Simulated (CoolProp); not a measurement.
Vapour-liquid equilibrium of n-butane (1) + R113 (2) at 374.6 K; x and y are mole fractions of (1).

The numbers come from the multi-fluid Helmholtz-energy mixture model, Bücker 2006 and Marx 1992; pair parameters Bell 2016 in CoolProp.

**Question.** Give the bubble pressure and the first vapour's composition at x = 0.35, 0.425, 0.575. Is there an azeotrope?

**Answer.** x = 0.35: 8.596 bar, y = 0.606; x = 0.425: 9.417 bar, y = 0.670; x = 0.575: 11.02 bar, y = 0.774. No azeotrope shows between x = 0.05 and 0.95.

Pair parameters are fitted to limited data, so mixtures are less certain than the pure fluids.
